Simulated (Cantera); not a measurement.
# Moist CO burnout

An isothermal, constant-pressure homogeneous reactor starts with CO : O2 : H2O : N2 = 0.0046 : 0.0045 : 0.049 : 1 (molar parts), at 1175 K and 0.590 bar.

Model: GRI-Mech 3.0 (53 species, 325 reactions), integrated in Cantera.

| t (s) | x CO | x O2 | x H2O | x H | x NO | x CO2 | x OH |
|---|---|---|---|---|---|---|---|
| 9.00e-6 | 0.00435 | 0.00425 | 0.0463 | <1e-12 | <1e-12 | 3.24e-12 | <1e-12 |
| 7.46e-5 | 0.00435 | 0.00425 | 0.0463 | 1.32e-12 | <1e-12 | 2.84e-11 | 7.59e-12 |
| 0.000618 | 0.00435 | 0.00425 | 0.0463 | 1.27e-10 | <1e-12 | 5.92e-10 | 2.21e-10 |
| 0.00512 | 0.00434 | 0.00425 | 0.0463 | 7.48e-7 | <1e-12 | 4.65e-6 | 1.16e-6 |
| 0.0424 | 6.80e-5 | 0.00215 | 0.0463 | 9.10e-6 | 5.62e-8 | 0.00429 | 4.02e-5 |
| 0.352 | 5.49e-7 | 0.00208 | 0.0464 | 1.64e-8 | 5.68e-8 | 0.00436 | 5.12e-6 |
| 2.91 | 7.61e-9 | 0.00208 | 0.0464 | 1.81e-10 | 5.71e-8 | 0.00436 | 1.21e-6 |
| 24.1 | 1.34e-9 | 0.00208 | 0.0464 | 1.90e-11 | 5.72e-8 | 0.00436 | 5.56e-7 |
| 200 | 1.20e-9 | 0.00208 | 0.0464 | 1.60e-11 | 5.72e-8 | 0.00436 | 5.21e-7 |
x: mole fraction; the columns are a selection and need not sum to one.

Equilibrium at this temperature and pressure: CO 1.20e-9, O2 0.00207, H2O 0.0464, H 1.60e-11, NO 1.76e-5, CO2 0.00436, OH 5.20e-7 (gas phase only).
